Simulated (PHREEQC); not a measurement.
Consider water at 25 °C with 0.11 mol ZnCl2, 0.16 mol NaCl and 0.00013 mol HCl per kg of water. Closed to the air; pH follows from the charge balance.

The numbers come from PHREEQC with the ion-association model, phreeqc.dat.

| Item | Value |
|---|---|
| pH | 4.00 |
| ionic strength | 0.441 mol/kgw |
| activity of water | 0.989 |
| density | 1.017 g/cm³ |
| total alkalinity | -0.130 meq/kg |

```
species  molality  activity   log γ
-------  --------  --------  ------
Cl-         0.351     0.231  -0.182
Na+         0.160     0.115  -0.143
Zn+2       0.0872    0.0196  -0.648
ZnCl+      0.0185    0.0122  -0.181
ZnCl2     0.00267   0.00296   0.044
ZnCl3-    0.00116  0.000767  -0.181
ZnCl4-2  0.000395   8.89e-5  -0.648
H+       0.000132  0.000101  -0.114
ZnOHCl    1.33e-6   1.47e-6   0.044
ZnOH+     2.88e-7   2.11e-7  -0.136
```

Precipitation was switched off in this run.
